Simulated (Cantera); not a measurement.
A Cantera script and its output.

```python
import numpy as np
import cantera as ct

gas = ct.Solution("gri30.yaml")
gas.TPX = 1425, 80000, {'CO': 1, 'H2': 0.031, 'CH4': 0.11, 'O2': 1.6, 'N2': 6.01}
reactor = ct.IdealGasConstPressureReactor(gas, energy="on", clone=False)
net = ct.ReactorNet([reactor])
net.rtol, net.atol = 1e-08, 1e-16
show = ['CO', 'H2', 'CH4', 'OH', 'CH2O', 'C2H2', 'C2H6']
times = np.geomspace(7e-06, 2, 15)

steps = ct.SolutionArray(gas, extra=["t"])
rows = []
print(f"{'t/s':>10s}{'T/K':>9s}{'P/Pa':>11s}" + "".join(f"{s:>11s}" for s in show))
for t in times:
    while net.time < t:
        t_next = net.step()
        steps.append(gas.state, t=t_next)
    rows.append([np.interp(t, steps.t, y) for y in (steps.T, steps.P, *steps(*show).X.T)])
    print(f"{t:10.3e}{rows[-1][0]:9.1f}{rows[-1][1]:11.4g}" + "".join(f"{x:11.3e}" for x in rows[-1][2:]))
rate = np.gradient(steps.T, steps.t)
print("integrator steps:", len(steps.t))
if steps.T.max() > steps.T[0] + 200:
    print(f"time of steepest temperature rise: {steps.t[rate.argmax()]:.4e} s")
gas.TPX = 1425, 80000, {'CO': 1, 'H2': 0.031, 'CH4': 0.11, 'O2': 1.6, 'N2': 6.01}
gas.equilibrate("HP")
print(f"equilibrium (HP): T = {gas.T:.1f} K  " + "  ".join(f"{s} {gas[s].X[0]:.3e}" for s in show))
```

Result:

```
       t/s      T/K       P/Pa         CO         H2        CH4         OH       CH2O       C2H2       C2H6
 7.000e-06   1425.0      8e+04  1.143e-01  3.542e-03  1.257e-02  3.758e-08  1.036e-09  3.325e-18  4.464e-13
 1.717e-05   1425.0      8e+04  1.143e-01  3.542e-03  1.257e-02  1.064e-07  1.319e-08  6.057e-17  2.941e-11
 4.212e-05   1425.0      8e+04  1.143e-01  3.542e-03  1.257e-02  3.363e-07  1.882e-07  6.381e-15  2.376e-09
 1.033e-04   1425.1      8e+04  1.143e-01  3.537e-03  1.252e-02  2.698e-06  4.408e-06  6.011e-12  4.405e-07
 2.535e-04   1678.8      8e+04  9.161e-02  1.304e-03  5.731e-10  4.424e-03  2.004e-10  1.195e-14  1.098e-20
 6.218e-04   2162.0      8e+04  3.274e-02  1.382e-03  2.391e-19  8.153e-03  7.639e-12  8.805e-23  6.566e-35
 1.525e-03   2358.7      8e+04  1.857e-02  6.983e-04  7.144e-20  6.818e-03  2.739e-12  8.733e-23  1.715e-36
 3.742e-03   2434.0      8e+04  1.190e-02  4.333e-04  5.660e-20  5.652e-03  1.561e-12  4.940e-23  3.088e-37
 9.179e-03   2437.3      8e+04  1.118e-02  4.078e-04  5.433e-20  5.468e-03  1.458e-12  4.353e-23  2.540e-37
 2.252e-02   2431.8      8e+04  1.095e-02  4.007e-04  5.176e-20  5.347e-03  1.404e-12  3.928e-23  2.324e-37
 5.523e-02   2425.8      8e+04  1.070e-02  3.933e-04  4.909e-20  5.221e-03  1.348e-12  3.508e-23  2.109e-37
 1.355e-01   2423.7      8e+04  1.062e-02  3.907e-04  4.820e-20  5.178e-03  1.329e-12  3.373e-23  2.039e-37
 3.324e-01   2423.7      8e+04  1.062e-02  3.907e-04  4.816e-20  5.177e-03  1.329e-12  3.368e-23  2.037e-37
 8.153e-01   2423.7      8e+04  1.062e-02  3.907e-04  4.816e-20  5.177e-03  1.329e-12  3.368e-23  2.037e-37
 2.000e+00   2423.7      8e+04  1.062e-02  3.907e-04  4.816e-20  5.177e-03  1.329e-12  3.368e-23  2.037e-37
integrator steps: 1682
time of steepest temperature rise: 2.2417e-04 s
equilibrium (HP): T = 2423.7 K  CO 1.062e-02  H2 3.907e-04  CH4 7.439e-20  OH 5.177e-03  CH2O 1.329e-12  C2H2 3.897e-23  C2H6 4.263e-37
```

Detailed kinetics in Cantera: GRI-Mech 3.0 (53 species, 325 reactions).
